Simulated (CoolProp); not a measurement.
Model: reference Helmholtz-energy equation of state, Thol 2021, in CoolProp.

Q: Give the vapour pressure (bar), liquid density (kg/m³), liquid cp (kJ/(kg K)), vapour Z of saturated chlorine at 313.3, 352.1 K.

A: 
```json
[
 {"T (K)": "313.3", "p (bar)": "11.5", "liquid density (kg/m³)": "1340", "liquid cp (kJ/(kg K))": "1.02", "vapour Z": "0.861"},
 {"T (K)": "352.1", "p (bar)": "26.5", "liquid density (kg/m³)": "1200", "liquid cp (kJ/(kg K))": "1.15", "vapour Z": "0.755"}
]
```
